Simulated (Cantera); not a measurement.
Input (Python, Cantera) and output of one run.

```python
import numpy as np
import cantera as ct

gas_names = """
    C CH CH2 CH3 CH4 C2 C2H C2H2,acetylene C2H2,vinylidene C2H3,vinyl C2H4 C2H5 C2H6 C3 C3H3,propargyl
    C3H4,allene C3H4,propyne C3H4,cyclo- C3H5,allyl C3H6,propylene C3H6,cyclo- C3H7,n-propyl
    C3H7,i-propyl C3H8 C4 C4H2 C4H4,1,3-cyclo- C4H6,butadiene C4H6,2-butyne C4H6,cyclo- C4H8,1-butene
    C4H8,cis2-buten C4H8,tr2-butene C4H8,isobutene C4H8,cyclo- C4H9,n-butyl C4H9,i-butyl C4H9,s-butyl
    C4H9,t-butyl C4H10,isobutane C4H10,n-butane C5 C5H6,1,3cyclo- C5H8,cyclo- C5H10,1-pentene
    C5H10,cyclo- C5H11,pentyl C5H11,t-pentyl C5H12,n-pentane C5H12,i-pentane CH3C(CH3)2CH3 C6H2
    C6H5,phenyl C6H6 C6H10,cyclo- C6H12,1-hexene C6H12,cyclo- C6H13,n-hexyl C7H7,benzyl C7H8
    C7H14,1-heptene C7H15,n-heptyl C7H16,n-heptane C8H8,styrene C8H10,ethylbenz C8H16,1-octene
    C8H17,n-octyl C8H18,isooctane C8H18,n-octane C9H19,n-nonyl C10H8,naphthale C10H21,n-decyl
    C12H9,o-bipheny C12H10,bipheny H H2 Si SiC SiC2 SiC4H12 SiH SiH2 SiH3 SiH4 Si2 Si2C Si3
""".split()
cond_names = """
    C(gr) C6H6(L) C7H8(L) C8H18(L),n-octa Si(cr) Si(L) SiC(b)
""".split()


def load(file, names, dense=False):
    # The tables refer to 1 bar. Condensed volumes are neglected.
    table = {s.name: s for s in ct.Species.list_from_file(file)}
    out = []
    for n in names:
        d = dict(table[n].input_data)
        d["thermo"] = dict(d["thermo"], **{"reference-pressure": 1e5})
        if dense:
            d["equation-of-state"] = {"model": "constant-volume", "density": "1e6 g/cm^3"}
        out.append(ct.Species.from_dict(d))
    return out


gas = ct.Solution(thermo="ideal-gas", species=load("nasa_gas.yaml", gas_names))
cond = {s.name: ct.Solution(thermo="fixed-stoichiometry", species=[s], name=s.name)
        for s in load("nasa_condensed.yaml", cond_names, dense=True)}
atoms = {
    'Si(CH3)4': {'Si': 1, 'C': 4, 'H': 12},
    'C3H8': {'C': 3, 'H': 8},
    'H2': {'H': 2},
}
top_T = {'C(gr)': 4500, 'SiC(b)': 3050}  # K; cautious upper limits of use, not melting points


def equilibrate(T, P, feed):
    n = {}
    for name, mol in feed.items():
        for a, k in atoms[name].items():
            n[a] = n.get(a, 0.0) + k * mol
    gas.TPX = T, P, n
    mass = sum(n.values()) * gas.mean_molecular_weight
    gas.equilibrate("TP")
    valid = [c for c in cond.values() if c.min_temp <= T <= top_T.get(c.name, c.max_temp)]
    mix = ct.Mixture([(gas, mass / gas.mean_molecular_weight)] + [(c, 0.0) for c in valid])
    mix.T, mix.P = T, P
    mix.equilibrate("TP", solver="vcs", rtol=1e-11, max_steps=5000)
    return mix


results = []
feed = {'Si(CH3)4': 1, 'C3H8': 0.0075, 'H2': 1100}  # mol
P = 18000  # Pa
for T in [1025, 1075, 1125, 1175, 1225, 1275, 1325, 1375, 1425, 1475, 1525, 1575]:
    mix = equilibrate(T, P, feed)
    results.append((T, P, feed, dict(zip(mix.species_names, mix.species_moles))))

top = {s: max(r[3][s] / sum(r[3][g] for g in gas_names) for r in results) for s in gas_names}
cols = sorted((s for s in top if top[s] > 1e-05), key=lambda s: -top[s])[:5]
seen = [c for c in cond_names if any(r[3].get(c, 0) > 1e-12 for r in results)]
print("log10 of partial pressures in bar; condensed amounts in mol")
print(f"{'T/K':>10s}" + "".join(f"{s[:9]:>10s}" for s in cols + seen))
for T, P, feed, n in results:
    ng = sum(n[g] for g in gas_names)
    print(f"{T:10.4g}" + "".join(f"{np.log10(max(n[s] / ng * P / 1e5, 1e-99)):10.3f}" for s in cols)
          + "".join(f"{n.get(c, 0):10.4g}" for c in seen))
```

Result:

```
log10 of partial pressures in bar; condensed amounts in mol
       T/K        H2       CH4         H C2H2,acet     C(gr)    SiC(b)
      1025    -0.746    -3.307    -8.734   -10.765         0         1
      1075    -0.746    -3.307    -8.206    -9.808         0         1
      1125    -0.746    -3.307    -7.725    -8.935         0         1
      1175    -0.746    -3.307    -7.285    -8.137         0         1
      1225    -0.746    -3.373    -6.879    -7.535    0.4257         1
      1275    -0.745    -3.524    -6.505    -7.161     1.185         1
      1325    -0.745    -3.664    -6.159    -6.815     1.688         1
      1375    -0.745    -3.793    -5.838    -6.495     2.029         1
      1425    -0.745    -3.914    -5.539    -6.198     2.265         1
      1475    -0.745    -4.027    -5.260    -5.921     2.429         1
      1525    -0.745    -4.132    -4.999    -5.662     2.541         1
      1575    -0.745    -4.230    -4.754    -5.421     2.612         1
```

These are equilibrium values from Cantera (NASA tables, ideal gas, pure condensed phases), not measurements of a reactor.
